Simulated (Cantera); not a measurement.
Input (Python, Cantera):

```python
import numpy as np
import cantera as ct

gas = ct.Solution("gri30.yaml")
gas.TPX = 650, 490000, {'CH4': 1, 'O2': 2.06, 'N2': 7.75}
inlet = ct.Reservoir(gas, clone=True)
gas.equilibrate("HP")  # start burning
reactor = ct.IdealGasConstPressureReactor(gas, energy="on", clone=False)
exhaust = ct.Reservoir(gas, clone=True)
tau = [0.11, 0.054, 0.027, 0.013, 0.0064, 0.0031, 0.0015, 0.00076, 0.00037, 0.00018, 9e-05, 4.4e-05, 2.2e-05][0]
for a, b in ((inlet, reactor), (reactor, exhaust)):
    ct.MassFlowController(a, b, mdot=lambda t: reactor.mass / tau)
net = ct.ReactorNet([reactor])
show = ['CH4', 'O2', 'C2H', 'C2H2', 'NO', 'H2O', 'CH2']

rows = []
print(f"{'tau/s':>10s}{'T/K':>9s}" + "".join(f"{s:>11s}" for s in show))
for tau in [0.11, 0.054, 0.027, 0.013, 0.0064, 0.0031, 0.0015, 0.00076, 0.00037, 0.00018, 9e-05, 4.4e-05, 2.2e-05]:
    net.initial_time = 0.0
    net.advance(30 * tau)
    before = gas.X
    net.advance(40 * tau)
    drift = np.max(np.abs(gas.X - before) / (gas.X + 1e-9))
    rows.append([gas.T, *gas[show].X, drift])
    print(f"{tau:10.3e}{gas.T:9.1f}" + "".join(f"{x:11.3e}" for x in gas[show].X))
```

Output:

```
     tau/s      T/K        CH4         O2        C2H       C2H2         NO        H2O        CH2
 1.100e-01   2425.0  5.155e-07  9.085e-03  1.351e-13  1.649e-11  3.554e-03  1.774e-01  2.498e-08
 5.400e-02   2424.9  1.035e-06  9.264e-03  5.070e-13  6.131e-11  3.247e-03  1.773e-01  5.048e-08
 2.700e-02   2424.2  2.021e-06  9.548e-03  1.850e-12  2.203e-10  2.800e-03  1.772e-01  9.949e-08
 1.300e-02   2422.1  4.035e-06  9.991e-03  7.073e-12  8.218e-10  2.208e-03  1.770e-01  2.011e-07
 6.400e-03   2417.2  7.735e-06  1.058e-02  2.464e-11  2.769e-09  1.629e-03  1.765e-01  3.901e-07
 3.100e-03   2406.9  1.464e-05  1.141e-02  8.089e-11  8.674e-09  1.141e-03  1.758e-01  7.452e-07
 1.500e-03   2389.1  2.677e-05  1.256e-02  2.352e-10  2.374e-08  7.956e-04  1.746e-01  1.363e-06
 7.600e-04   2364.1  4.572e-05  1.399e-02  5.659e-10  5.351e-08  5.762e-04  1.730e-01  2.291e-06
 3.700e-04   2328.0  7.914e-05  1.596e-02  1.288e-09  1.140e-07  4.151e-04  1.706e-01  3.786e-06
 1.800e-04   2281.8  1.375e-04  1.841e-02  2.753e-09  2.324e-07  2.989e-04  1.677e-01  6.029e-06
 9.000e-05   2228.2  2.406e-04  2.133e-02  5.681e-09  4.758e-07  2.144e-04  1.644e-01  9.266e-06
 4.400e-05   2162.5  4.569e-04  2.528e-02  1.271e-08  1.130e-06  1.457e-04  1.606e-01  1.459e-05
 2.200e-05   2083.3  9.775e-04  3.122e-02  3.250e-08  3.511e-06  8.999e-05  1.566e-01  2.411e-05
```

Model: GRI-Mech 3.0 (53 species, 325 reactions), integrated in Cantera.
